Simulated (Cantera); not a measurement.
A closed system holds: 1 mol SiO₂, 48 mol Cl₂, 0.95 mol H₂, 15 mol NF₃, held at 1625 °C and 10000 Pa.

These are equilibrium values from Cantera (NASA tables, ideal gas, pure condensed phases), not measurements of a reactor. Candidate condensed phases: H₂O, NH₄Cl, Si, SiO₂, Si₂N₂O, Si₃N₄; 72 gas species. The numbers say what is thermodynamically allowed, not how fast it happens.

Problem. What is the equilibrium state?

Solution. x(Cl): 0.490
x(F): 0.229
x(Cl₂): 0.100
x(ClF): 0.0878
x(N₂): 0.0607
x(HF): 0.0154
x(SiF₄): 0.00811
x(O₂): 0.00780
x(NO): 0.000305
gas amount: 123.3 mol
log10 activity of Si(l) (absent): -29.10
